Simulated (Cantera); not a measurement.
What does this Cantera script print?

```python
import numpy as np
import cantera as ct

gas_names = """
    H VO2 OH
""".split()
cond_names = """
    V(cr) V(L)
""".split()


# ... load() reads the species with a 1 bar reference pressure and builds the phases ...
species = {s.name: s for s in load("nasa_gas.yaml", gas_names) + load("nasa_condensed.yaml", cond_names)}
# Each term lists the table entries of one substance; the one whose range holds T is used.
reactions = {
    '2 H(g) + VO2(g) = 2 OH(g) + V':
        [(-2, ['H']), (-1, ['VO2']), (2, ['OH']), (1, ['V(cr)', 'V(L)'])],
}


def pick(names, T):
    return next(species[n] for n in names if species[n].thermo.min_temp <= T <= species[n].thermo.max_temp)


results = []
for label, terms in reactions.items():
    print(label)
    print("     T/K   dH/kJ  dS/(J/K)   dG/kJ   log10 K")
    for T in [1798, 1898, 1998, 2098, 2198, 2298, 2398, 2498, 2598, 2698, 2798]:
        used = [(nu, pick(names, T)) for nu, names in terms]
        dH = sum(nu * s.thermo.h(T) for nu, s in used) / 1e6
        dS = sum(nu * s.thermo.s(T) for nu, s in used) / 1e3
        dG = dH - T * dS / 1e3
        logK = -dG * 1e6 / (ct.gas_constant * T * np.log(10))
        results.append((label, T, dH, dS, dG, logK, [s.name for _, s in used]))
        print(f"{T:8g} {dH:8.1f} {dS:8.1f} {dG:8.1f} {logK:8.2f}")
```

It prints:

```
2 H(g) + VO2(g) = 2 OH(g) + V
     T/K   dH/kJ  dS/(J/K)   dG/kJ   log10 K
    1798   -128.5   -105.0     60.3    -1.75
    1898   -127.7   -104.6     70.8    -1.95
    1998   -126.6   -104.0     81.2    -2.12
    2098   -125.4   -103.4     91.6    -2.28
    2198   -101.1    -92.3    101.8    -2.42
    2298    -99.4    -91.5    111.0    -2.52
    2398    -97.5    -90.8    120.1    -2.62
    2498    -95.7    -90.0    129.2    -2.70
    2598    -93.8    -89.3    138.1    -2.78
    2698    -91.8    -88.5    147.0    -2.85
    2798    -89.8    -87.8    155.9    -2.91
```

Cantera with NASA thermochemical tables; ideal gases at 1 bar, condensed phases pure. Condensed species are held in their standard states even where they would react or evaporate.
